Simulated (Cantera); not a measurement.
Charge: 1 mol Na2SO4, 0.3 mol H2, 0.014 mol O2, equilibrated at 37.0 Pa.

These are equilibrium values from Cantera (NASA tables, ideal gas, pure condensed phases), not measurements of a reactor. Candidate condensed phases: H2O, H2SO4, Na, NaOH, NaO2, Na2O, Na2O2, Na2S, Na2SO4, S; 27 gas species. Gases not in the tables: S3 to S7. The numbers say what is thermodynamically allowed, not how fast it happens.

x: gas mole fraction; n: condensed amount in mol.

```csv
T (°C),x Na,x H2O,x SO2,x O2,x NaOH,x O,x Na2SO4,x H,x SO,x OH,x H2,n Na2SO4(l)
1000,0.346,0.392,0.192,2.82e-9,0.0451,2.97e-10,0.00182,5.30e-6,0.000880,1.17e-6,0.0205,0.864
1100,0.322,0.360,0.209,1.27e-5,0.0959,1.14e-7,0.0122,6.83e-6,0.000114,2.82e-5,0.00156,0.838
1200,0.277,0.265,0.217,0.0216,0.157,2.13e-5,0.0618,7.29e-6,1.73e-5,0.000410,0.000123,0.757
1300,0.429,0.0440,0.249,0.196,0.0681,0.000240,0.0122,1.05e-5,3.16e-5,0.000674,2.48e-5,0
1400,0.456,0.0550,0.246,0.203,0.0362,0.000782,0.000200,5.80e-5,0.000122,0.00160,9.58e-5,0
1500,0.466,0.0614,0.243,0.203,0.0190,0.00220,4.78e-6,0.000254,0.000408,0.00327,0.000295,0
1600,0.470,0.0629,0.239,0.202,0.0102,0.00552,1.66e-7,0.000921,0.00120,0.00597,0.000754,0
1700,0.470,0.0606,0.235,0.198,0.00558,0.0126,7.84e-9,0.00286,0.00318,0.00990,0.00166,0
1800,0.464,(withheld),0.226,0.192,(withheld),(withheld),(withheld),(withheld),(withheld),(withheld),(withheld),0
1900,0.453,(withheld),0.211,0.181,(withheld),(withheld),(withheld),(withheld),(withheld),(withheld),(withheld),0
2000,0.433,0.0286,0.185,0.165,0.000814,0.0895,2.62e-12,0.0352,0.0309,0.0241,0.00649,0
```

Fill in the missing entries.


- 1800, x H2O: 0.0542
- 1800, x NaOH: 0.00307
- 1800, x O: 0.0262
- 1800, x Na2SO4: 4.73e-10
- 1800, x H: 0.00769
- 1800, x SO: 0.00756
- 1800, x OH: 0.0150
- 1800, x H2: 0.00316
- 1900, x H2O: 0.0432
- 1900, x NaOH: 0.00165
- 1900, x O: 0.0503
- 1900, x Na2SO4: 3.37e-11
- 1900, x H: 0.0179
- 1900, x SO: 0.0162
- 1900, x OH: 0.0204
- 1900, x H2: 0.00507
